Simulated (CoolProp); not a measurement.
A single-stage vapour-compression cycle with R143a: evaporating at 211.15 K (dew point), condensing at 254.15 K (bubble point), superheat 0 K, subcooling 8 K, compressor efficiency 0.85, no pressure losses. Each further row changes one setting.

Model: reference Helmholtz-energy equation of state, Lemmon and Jacobsen 2000, in CoolProp.

```csv
case,cooling COP,pressure ratio,discharge temperature (K),refrigerating effect (kJ/kg),volumetric capacity (kJ/m³)
as stated,3.70,6.88,279.5,190,445
evaporating temperature 216.15 K,4.38,…,275.4,193,583
condensing temperature 249.15 K,4.29,…,272.5,197,462
subcooling 13 K,3.84,6.88,279.5,197,462
superheat 10 K,3.67,6.88,290.3,198,441
compressor efficiency 0.75,3.27,6.88,…,190,445
```

Q: What belongs in the gaps?

A: 
- evaporating temperature 216.15 K, pressure ratio: 5.25
- condensing temperature 249.15 K, pressure ratio: 5.71
- compressor efficiency 0.75, discharge temperature (K): 286.5
